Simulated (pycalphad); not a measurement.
Source of the numbers: pycalphad with the COST 507 light-alloy database (1999); pressure 1 atm. The database dates from 1999; later assessments differ in places, in temperatures and in the compounds included. Amounts are mole fractions of atoms.

Task: Give the equilibrium state of Ti-0.22B (at.%) at 1177 °C.

Result: BCC_A2, fraction 0.999, with 0.17 B at.%; BM, fraction 0.001, with 50.0 B at.%.

Task: Give the equilibrium state of Ti-0.22B (at.%) at 1617 °C.

Result: BCC_A2, fraction 0.939, with 0.08 B at.%; LIQUID, fraction 0.061, with 2.4 B at.%.

Database names, with the compositions (at.%) that they take in these runs: BM: Ti 50 B 50. BCC_A2 is bcc.
